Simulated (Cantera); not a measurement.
Feed: 1 mol Si, 0.97 mol Cl2, 1.8 mol H2, at 1523.15 K and 0.0140 bar.

Cantera equilibrium calculation (NASA polynomials, part measured and part estimated; ideal gas, pure solids and liquids). Candidate condensed phases: Si; 19 gas species. The tables' values for SiCl3, SiCl are old estimates; treat these amounts as uncertain. Kinetics and transport are ignored.

Base state: H2 0.558, SiCl2 0.226, HCl 0.196, SiCl3 0.0151, SiCl4 0.00302, SiHCl3 0.000963, H 0.000146, SiH2Cl2 4.95e-5 (mole fractions); condensed: Si(s).

### Question
What changes in the equilibrium state with this change: temperature from 1523.15 K to 1600 K?

### Answer
```tsv
species	before	after
H2	0.558	0.556
SiCl2	0.226	0.237
HCl	0.196	0.195
SiCl3	0.0151	0.0100
SiCl	2.41e-5	7.09e-5
SiCl4	0.00302	0.00104
H	0.000146	0.000343
Cl	4.13e-5	9.53e-5
Si(s), mol	0.329	0.316
```

### Question
What changes in the equilibrium state with this change: 0.099 mol HF added?

### Answer
```csv
species,before,after
H2,0.558,0.557
SiCl2,0.226,0.219
HCl,0.196,0.193
SiF3,0,0.00412
SiCl3,0.0151,0.0144
SiF4,0,0.00337
SiF2,0,0.00275
"Si(s), mol",0.329,0.302
```
The tables' values for SiCl3, SiF3, SiF2, SiCl are old estimates; treat these amounts as uncertain.
